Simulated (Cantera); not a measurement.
Feed: 1 mol Si3N4, a varied amount of H2, equilibrated at 10.0 mbar.

These are equilibrium values from Cantera (NASA tables, ideal gas, pure condensed phases), not measurements of a reactor. Candidate condensed phases: Si, Si3N4; 18 gas species. Mutual solubility and eutectic melting of coexisting phases are not modelled. Rates play no part.

Stable condensed phases, one row left out:

```
T in °C \ n(H2) in mol
          10  14  20  29  41  59  84 120 170 240
   1775    A   A   A   A   A   A   A   A   A   A
   1700    A   A   A   A   A   A   A   A   A   A
   1625    A   A   A   A   A   A   A   A   A   A
   1550    A   A   A   A   A   A   A   A   A   A
   1475    A   A   A   A   A   A   A   A   A   A
   1400    B   B   A   A   A   A   A   A   A   A
   1325    B   B   B   B   B   B   A   A   A   A
   1175    B   B   B   B   B   B   B   B   B   B
   1100    B   B   B   B   B   B   B   B   B   B
   1025    B   B   B   B   B   B   B   B   B   B
    950    C   C   C   C   B   B   B   B   B   B
```

A: Si; B: Si + Si3N4; C: Si3N4.

Problem. Give the row for 1250 °C.

Solution. 10: Si + Si3N4; 14: Si + Si3N4; 20: Si + Si3N4; 29: Si + Si3N4; 41: Si + Si3N4; 59: Si + Si3N4; 84: Si + Si3N4; 120: Si + Si3N4; 170: Si + Si3N4; 240: Si + Si3N4.
